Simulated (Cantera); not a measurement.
Input: 1 mol Si(CH3)4, 1.5 mol HCl, 3.6 mol H2, equilibrated at 1975 °C and 0.133 bar.

These are equilibrium values from Cantera (NASA tables, ideal gas, pure condensed phases), not measurements of a reactor. Candidate condensed phases: C, C6H6, C7H8, C8H18, Si, SiC; 109 gas species. The tables' values for SiCl, SiCl3 are old estimates; treat these amounts as uncertain. Gases not in the tables: Si2H6 and higher silanes. Equilibrium is a limit: real reactors are often held back by kinetics, nucleation or transport.

Base state: H2 0.848, HCl 0.123, H 0.0185, SiCl2 0.00408, C2H2 (acetylene) 0.00281, Cl 0.00195, Si 0.000541, SiCl 0.000271 (mole fractions); condensed: C(graphite) + SiC(s).

Task: What changes in the equilibrium state with this change: Si(CH3)4 replaced by SiCl4?

Result: 
```json
[
 {"species": "HCl", "before": "0.123", "after": "0.474"},
 {"species": "H2", "before": "0.848", "after": "0.363"},
 {"species": "SiCl2", "before": "0.00408", "after": "0.133"},
 {"species": "Cl", "before": "0.00195", "after": "0.0115"},
 {"species": "H", "before": "0.0185", "after": "0.0121"},
 {"species": "C2H2 (acetylene)", "before": "0.00281", "after": "0"},
 {"species": "SiC2", "before": "6.22e-5", "after": "0"},
 {"species": "Si2C", "before": "3.73e-5", "after": "0"},
 {"species": "C(graphite), mol", "before": "2.99", "after": "0"},
 {"species": "SiC(s), mol", "before": "0.942", "after": "0"}
]
```
The tables' values for SiCl3, SiCl are old estimates; treat these amounts as uncertain.
